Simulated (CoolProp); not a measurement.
A single-stage vapour-compression cycle with the fluid: evaporating at 278.15 K (dew point), condensing at 343.15 K (bubble point), superheat 5 K, subcooling 5 K, compressor efficiency 0.65, no pressure losses. The same conditions are run with several fluids, on thermodynamics alone (safety and materials aside).

Values from CoolProp's reference Helmholtz-energy equation of state of each fluid (R142b: Lemmon 2006; isobutane: Bücker 2006; R1336mzz(Z): McLinden 2020; isobutene: Lemmon 2005; n-pentane: Thol 2019; sulfur dioxide: Gao 2016).

**Question.** Rank R142b, isobutane, R1336mzz(Z), isobutene, n-pentane, sulfur dioxide by cooling COP, highest first.

**Answer.** sulfur dioxide (2.20), n-pentane (2.14), R142b (2.10), isobutene (2.08), R1336mzz(Z) (2.05), isobutane (1.98)

```json
[
 {"fluid": "R142b", "pressure ratio": "6.37", "discharge temperature (K)": "370.8", "refrigerating effect (kJ/kg)": "138", "volumetric capacity (kJ/m³)": "1090"},
 {"fluid": "isobutane", "pressure ratio": "5.82", "discharge temperature (K)": "355.9", "refrigerating effect (kJ/kg)": "207", "volumetric capacity (kJ/m³)": "1020"},
 {"fluid": "R1336mzz(Z)", "pressure ratio": "10.4", "discharge temperature (K)": "349.7", "refrigerating effect (kJ/kg)": "107", "volumetric capacity (kJ/m³)": "239"},
 {"fluid": "isobutene", "pressure ratio": "6.21", "discharge temperature (K)": "363.6", "refrigerating effect (kJ/kg)": "241", "volumetric capacity (kJ/m³)": "962"},
 {"fluid": "n-pentane", "pressure ratio": "9.28", "discharge temperature (K)": "354.1", "refrigerating effect (kJ/kg)": "247", "volumetric capacity (kJ/m³)": "236"},
 {"fluid": "sulfur dioxide", "pressure ratio": "7.47", "discharge temperature (K)": "488.4", "refrigerating effect (kJ/kg)": "294", "volumetric capacity (kJ/m³)": "1580"}
]
```
